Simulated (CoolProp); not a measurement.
Computed with CoolProp (reference Helmholtz-energy equation of state, Bücker 2006).

### Question
Give the vapour pressure (MPa), liquid density (kg/m³), liquid cp (kJ/(kg K)), vapour Z of saturated n-butane at 287.9, 296.5, 313.7 K.

### Answer
```json
[
 {"T (K)": "287.9", "p (MPa)": "0.175", "liquid density (kg/m³)": "585", "liquid cp (kJ/(kg K))": "2.38", "vapour Z": "0.940"},
 {"T (K)": "296.5", "p (MPa)": "0.231", "liquid density (kg/m³)": "575", "liquid cp (kJ/(kg K))": "2.43", "vapour Z": "0.927"},
 {"T (K)": "313.7", "p (MPa)": "0.384", "liquid density (kg/m³)": "554", "liquid cp (kJ/(kg K))": "2.53", "vapour Z": "0.896"}
]
```
